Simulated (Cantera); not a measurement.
An adiabatic, constant-pressure homogeneous reactor starts with CH₃OH : O₂ : N₂ = 1 : 0.789 : 3.87 (molar parts), equivalence ratio 1.9, at 1648 K and 0.360 bar.

Detailed kinetics in Cantera: GRI-Mech 3.0 (53 species, 325 reactions). GRI-Mech 3.0 was tuned for natural gas; its chemistry of methanol as a main component is partial and can be far from experiment.

### Question
Predict: time of steepest temperature rise; temperature at 0.100 s; equilibrium temperature; x(O₂) at 0.100 s; x(OH) at 0.100 s; x(HO₂) at 0.100 s; x(H₂) at 0.100 s.

### Answer
```json
{
  "time_of_steepest_temperature_rise": "0.155 ms",
  "temperature at 0.100 s": "2559 K",
  "equilibrium_temperature": "2559 K",
  "x(O₂) at 0.100 s": "0.000665 (gas-phase equilibrium 0.000665)",
  "x(OH) at 0.100 s": "0.00717 (gas-phase equilibrium 0.00717)",
  "x(HO₂) at 0.100 s": "2.31e-7 (gas-phase equilibrium 2.31e-7)",
  "x(H₂) at 0.100 s": "0.0930 (gas-phase equilibrium 0.0930)"
}
```
